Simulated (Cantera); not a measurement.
A Cantera script and what it prints.

```python
import numpy as np
import cantera as ct

gas_names = """
    B BCL BCL2 BCL3 BH BH2 BH3 BN B2 CL CL2 H HCL H2 N NH NH2 NH3 N2 N2H2 N2H4
""".split()
cond_names = """
    B(b) B(L) BN(s) NH4CL(a) NH4CL(b)
""".split()


# ... load() reads the species with a 1 bar reference pressure and builds the phases ...
atoms = {
    'BN': {'B': 1, 'N': 1},
    'HCl': {'H': 1, 'CL': 1},
    'N2': {'N': 2},
}
top_T = {'BN(s)': 3200}  # K; cautious upper limits of use, not melting points


# ... equilibrate(T, P, feed) seeds the gas with the atoms and calls Mixture.equilibrate('TP', solver="vcs", rtol=1e-11, max_steps=5000) ...
results = []
feed = {'BN': 1, 'HCl': 21, 'N2': 1.5}  # mol
T = 1348.15  # K
P = 240  # Pa
mix = equilibrate(T, P, feed)
results.append((T, P, feed, dict(zip(mix.species_names, mix.species_moles))))
print(gas.report(threshold=1e-05))
for i in range(1, mix.n_phases):
    print(f"{mix.phase(i).name:16s} {mix.phase_moles(i):12.5e} mol")
```

Result:

```
       temperature   1348.2 K
          pressure   240 Pa
           density   0.0007816 kg/m^3
  mean mol. weight   36.504 kg/kmol
   phase of matter   gas

                          1 kg             1 kmol
                     ---------------   ---------------
          enthalpy       -1.5238e+06       -5.5626e+07  J
   internal energy       -1.8309e+06       -6.6835e+07  J
           entropy            7939.3        2.8982e+05  J/K
    Gibbs function       -1.2227e+07       -4.4634e+08  J
 heat capacity c_p            947.29             34580  J/K
 heat capacity c_v            719.53             26266  J/K

                      mass frac. Y      mole frac. X     chem. pot. / RT
                     ---------------   ---------------   ---------------
              BCL2         5.267e-05        2.3531e-05           -61.209
              BCL3          0.079214          0.024681           -86.905
                CL        0.00017078        0.00017586           -25.696
               HCL           0.85787           0.85897           -39.508
                H2         0.0020505           0.03713           -27.623
                N2          0.060636          0.079013            -34.26
     [  +15 minor]        2.5343e-06         1.081e-05

B(b)              0.00000e+00 mol
BN(s)             4.44046e-01 mol
```

These are equilibrium values from Cantera (NASA tables, ideal gas, pure condensed phases), not measurements of a reactor. The tables' values for BCl2 are old estimates; treat these amounts as uncertain. Gases not in the tables: BHCl2.
